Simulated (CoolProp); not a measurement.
Properties of cyclopentane at several states.

The numbers come from the reference Helmholtz-energy equation of state, Gedanitz 2015 in CoolProp.

| T (K) | p (MPa) | phase | cp (kJ/(kg K)) | Prandtl number |
|---|---|---|---|---|
| 269.4 | 0.117 | liquid | 1.680 | 4.96 |
| 418.1 | 0.0628 | gas | 1.787 | 0.761 |
| 360.9 | 12.1 | liquid | 2.093 | 3.90 |

Viscosity comes from a separate model (Chung 1988), a generic estimate that can be far off for the liquid and wasn't checked against measurements. Thermal conductivity comes from a separate model (Vassiliou 2015).
